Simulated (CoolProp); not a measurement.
R143a at 374.64 K and 12.7 MPa is throttled through a valve to 5.28 MPa with no heat exchange. Each further row changes one setting.

Values from CoolProp's reference Helmholtz-energy equation of state, Lemmon and Jacobsen 2000.

```
case                      temperature change (K)                       final phase  final density (kg/m³)
------------------------  ----------------------  --------------------------------  ---------------------
as stated                                  -15.7                     supercritical                      …
outlet pressure 1.58 MPa                       …  two-phase, vapour fraction 0.730                      …
outlet pressure 6.86 MPa                       …                     supercritical                      …
```

Problem. Some entries are withheld; supply them.

Solution. 
- as stated, final density (kg/m³): 550
- outlet pressure 1.58 MPa, temperature change (K): -67.6
- outlet pressure 1.58 MPa, final density (kg/m³): 99.0
- outlet pressure 6.86 MPa, temperature change (K): -9.3
- outlet pressure 6.86 MPa, final density (kg/m³): 620
